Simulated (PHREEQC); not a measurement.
Dissolve 0.0011 mol/kgw HF and 0.00043 mol/kgw NH4HF2 at 20 °C. Closed to the air; pH follows from the charge balance.

Equilibrium calculation in PHREEQC: ion-association model, phreeqc.dat.

```json
[
 {"quantity": "pH", "before": "3.21", "after": "3.43"},
 {"quantity": "ionic strength (mol/kgw)", "before": "0.00108", "after": "0.000811"},
 {"quantity": "F- (mol/kgw)", "before": "0.00107", "after": "0.000807"},
 {"quantity": "HF (mol/kgw)", "before": "0.000882", "after": "0.00114"},
 {"quantity": "HF2- (mol/kgw)", "before": "3.48e-6", "after": "4.01e-6"}
]
```

Q: What was changed between the two runs?
(A) NH4HF2 from 0.00043 to 0.00215 mol/kgw
(B) HF replaced by Na2SiF6 at the same molality
(C) temperature from 20 to 75 °C
(D) HF replaced by NaF at the same molality
(E) NH4HF2 replaced by NaF at the same molality

A: C, temperature from 20 to 75 °C

Precipitation was switched off in this run. Constants without temperature data keep their 25 °C values here.
